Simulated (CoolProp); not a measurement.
The numbers come from the reference Helmholtz-energy equation of state, Lemmon 2006 in CoolProp. It is a short technical equation, of lower accuracy than the large ones.

For acetone, give the phase and the Joule-Thomson coefficient (K/MPa), isothermal compressibility (1/MPa) at 550 K and 9780 kPa; 550 K and 17600 kPa; 550 K and 23500 kPa.


- 550 K and 9780 kPa: supercritical; Joule-Thomson coefficient 2.94, isothermal compressibility 0.0782
- 550 K and 17600 kPa: supercritical; Joule-Thomson coefficient 0.622, isothermal compressibility 0.0153
- 550 K and 23500 kPa: supercritical; Joule-Thomson coefficient 0.285, isothermal compressibility 0.00944
